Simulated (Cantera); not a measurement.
# Equilibrium for carbothermic reduction: Ta2O5 + C + CO + CH4

A closed system holds: 1 mol Ta2O5, 4.5 mol C, 0.038 mol CO, 1.4 mol CH4, at 0.810 bar.

Equilibrium computed with Cantera from the NASA thermochemical tables; the gas is ideal and each condensed phase is pure. Candidate condensed phases: C, C6H6, C7H8, C8H18, H2O, Ta, TaC, Ta2O5; 113 gas species. Mutual solubility and eutectic melting of coexisting phases are not modelled. TaC: taken at fixed stoichiometry. Condensed phases not in the tables: Ta2C, N, O or C dissolved in the metal. The numbers say what is thermodynamically allowed, not how fast it happens.

| T (K) | log p H2 | log p CO | log p CH4 | log p H | log p H2O | log p CO2 | n C(graphite) | n Ta2O5(s) | n TaC(s) | n Ta2O5(l) | n Ta(s) |
|---|---|---|---|---|---|---|---|---|---|---|---|
| 800 | -0.32 | -2.92 | -0.50 | -11.70 | -1.86 | -3.84 | 5.15 | 1.00 | 0 | 0 | 0 |
| 1000 | -0.13 | -2.05 | -1.28 | -8.71 | -2.58 | -4.35 | 5.73 | 1.00 | 0 | 0 | 0 |
| 1200 | -0.12 | -1.32 | -2.05 | -6.77 | -3.03 | -4.36 | 5.68 | 0.972 | 0.0557 | 0 | 0 |
| 1400 | -0.49 | -0.31 | -3.66 | -5.56 | -2.93 | -3.08 | 0 | 0.155 | 1.69 | 0 | 0 |
| 1600 | -0.49 | -0.31 | -4.85 | -4.51 | -2.79 | -3.09 | 0 | 0.154 | 1.69 | 0 | 0 |
| 1800 | -0.50 | -0.31 | -5.76 | -3.69 | -2.69 | -3.09 | 0 | 0.154 | 1.69 | 0 | 0 |
| 2000 | -0.50 | -0.31 | -6.49 | -3.04 | -2.62 | -3.10 | 0 | 0.153 | 1.69 | 0 | 0 |
| 2200 | -0.50 | -0.31 | -7.04 | -2.50 | -2.59 | -3.13 | 0 | 0 | 1.69 | 0.153 | 0 |
| 2400 | -0.50 | -0.31 | -7.50 | -2.05 | -2.58 | -3.16 | 0 | 0 | 1.69 | 0.152 | 0 |
| 2600 | -0.56 | -0.29 | -7.83 | -1.70 | -2.75 | -3.29 | 0 | 0 | 0.939 | 0 | 1.05 |
log p: log10 of the partial pressure in bar; n: condensed amount in mol.

From 800 K to 1000 K the condensed part is C(graphite) + Ta2O5(s). At 1200 K the condensed part is C(graphite) + TaC(s) + Ta2O5(s). From 1400 K to 2000 K the condensed part is TaC(s) + Ta2O5(s). From 2200 K to 2400 K the condensed part is TaC(s) + Ta2O5(l). At 2600 K the condensed part is Ta(s) + TaC(s).
